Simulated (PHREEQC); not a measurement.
A made-up water analysis in mg/L, 58 °C, pH 6.07, pe 8.2: Na 1.58; K 2.59; Ca 5.26; Mg 1.32; Cl 8.52; S(6) as SO4 0.543; Alkalinity as HCO3 15.8; Cd 0.0111; Li 0.0437; Pb 0.938; O(0) (dissolved oxygen) 0.0224; Si as SiO2 0.23; N(5) as NO3 0.0314.

Valence states are taken as typed.

Equilibrium calculation in PHREEQC: ion-association model, phreeqc.dat.

| quantity | before | after |
|---|---|---|
| CO2 (mol/kgw) | 0.000411 | 4.00e-5 |
| HCO3- (mol/kgw) | 0.000257 | 0.000250 |
| SO4-2 (mol/kgw) | 5.40e-6 | 5.41e-6 |
| Pb+2 (mol/kgw) | 2.95e-6 | 1.01e-6 |
| PbCO3 (mol/kgw) | 9.33e-7 | 3.11e-6 |
| PbHCO3+ (mol/kgw) | 5.28e-7 | 1.76e-7 |
| SI of Pb(OH)2 (Pb(OH)2) | -0.57 | +0.96 |
| SI of Quartz (SiO2) | -1.87 | -1.88 |

Task: Name the change that produced these shifts.
(A) pH from 6.07 to 7.07 at the same alkalinity
(B) Cl from 8.52 to 17 mg/L
(C) temperature from 58 to 30 °C at the same typed pH
(D) all concentrations times 3 at the same typed pH

Result: A, pH from 6.07 to 7.07 at the same alkalinity

This is a speciation only: nothing precipitates in the calculation. Some of these states are supersaturated (in Pb(OH)2, for instance). At this temperature some constants are extrapolated from 25 °C, and those without enthalpy data are left unchanged.
